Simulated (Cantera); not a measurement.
Feed: 1 mol SiCl4, 0.94 mol Cl2, 3.8 mol H2, equilibrated at 0.140 bar.

Equilibrium computed with Cantera from the NASA thermochemical tables; the gas is ideal and each condensed phase is pure. Candidate condensed phases: Si; 19 gas species. Equilibrium is a limit: real reactors are often held back by kinetics, nucleation or transport. All values below are at 502 °C.

Base state: H2 0.498, HCl 0.328, SiCl4 0.174, SiHCl3 0.000171 (mole fractions); condensed: gas only.

Task: What changes in the equilibrium state with this change: Cl2 from 0.94 to 0.53 mol?

Result: 
```tsv
species	before	after
H2	0.498	0.613
HCl	0.328	0.199
SiCl4	0.174	0.187
SiHCl3	0.000171	0.000373
```
